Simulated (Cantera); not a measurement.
Low-pressure radical oxidation in H2/O2

An isothermal, constant-pressure homogeneous reactor starts with 1.86 % H2, 98.1 % O2, at 1350 K and 0.0158 atm.

Computed with Cantera and the H2/O2 subset of GRI-Mech 3.0, which has no nitrogen chemistry. Radical loss at walls, strong at low pressure, is not modelled.

```
t (s)         x H2   x O2    x HO2       x H      x OH
--------  --------  -----  -------  --------  --------
6.00e-6     0.0186  0.981  1.50e-9   1.30e-9  2.08e-10
1.68e-5     0.0186  0.981  4.22e-9   2.90e-9   1.36e-9
4.72e-5     0.0186  0.981  1.18e-8   5.31e-9   7.28e-9
0.000132    0.0186  0.981  3.32e-8   1.09e-8   3.32e-8
0.000372    0.0186  0.981  9.32e-8   5.18e-8   2.28e-7
0.00104     0.0186  0.981  2.80e-7   2.70e-6   1.28e-5
0.00292    0.00110  0.965  1.42e-6   0.00146   0.00334
0.00821   0.000130  0.965  1.06e-6  0.000978   0.00211
0.0230    0.000117  0.966  1.01e-6  0.000829   0.00200
0.0646     8.88e-5  0.970  8.93e-7  0.000541   0.00175
0.181      4.72e-5  0.975  6.49e-7  0.000205   0.00128
0.508      1.49e-5  0.979  3.33e-7   3.55e-5  0.000720
1.43       3.08e-6  0.981  1.15e-7   3.32e-6  0.000328
4.00       5.70e-7  0.981  3.52e-8   2.63e-7  0.000141
```
x: mole fraction; the columns are a selection and need not sum to one.

Equilibrium at this temperature and pressure: H2 3.08e-8, O2 0.981, HO2 2.90e-8, H 3.33e-9, OH 3.30e-5 (gas phase only).
